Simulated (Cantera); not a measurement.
## Transport properties of process gases

Gas mixture: O2 = 0.8 (molar parts), at 0.428 Torr, frozen composition.

Cantera's kinetic-theory transport with the Lennard-Jones parameters of GRI-Mech 3.0, ideal gas; thermal conductivity in the multicomponent form.

```tsv
T (K)	ρ (kg/m³)	cp (J/kg/K)	μ (µPa s)	λ (mW/m/K)	Pr	D (cm²/s) CH3	D (cm²/s) OH	D (cm²/s) N2
400	0.000548	941.4	25.6	33.9	0.712	673	947	614
650	0.000337	1017	36.0	51.6	0.710	1560	2160	1410
900	0.000244	1074	44.7	67.7	0.709	2700	3730	2430
1150	0.000191	1109	52.5	82.1	0.709	4070	5600	3660
1400	0.000157	1134	59.7	95.6	0.708	5650	7770	5070
1650	0.000133	1155	66.4	108	0.708	7420	10200	6660
```
D: mixture-averaged diffusion coefficient of that species in the mixture.
